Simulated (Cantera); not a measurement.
Input: 1 mol CsCl, 7.9 mol N2, 0.36 mol O2, at 1500 K and 28.0 Pa.

These are equilibrium values from Cantera (NASA tables, ideal gas, pure condensed phases), not measurements of a reactor. Kinetics and transport are ignored.

```tsv
species	before	after
N2	0.853	0.838
CsCl	0.108	0.0952
O2	0.0386	0.0314
Cl	9.99e-5	0.0111
O	4.76e-5	0.0102
Cs	9.99e-5	0.0111
NO	0.000546	0.00348
```
Gas species are given as mole fractions.

Which change was made?
A. O2 from 0.36 to 2 mol
B. temperature from 1500 K to 1923.15 K
C. temperature from 1500 K to 2048 K
D. O2 from 0.36 to 7.5 mol

C, temperature from 1500 K to 2048 K
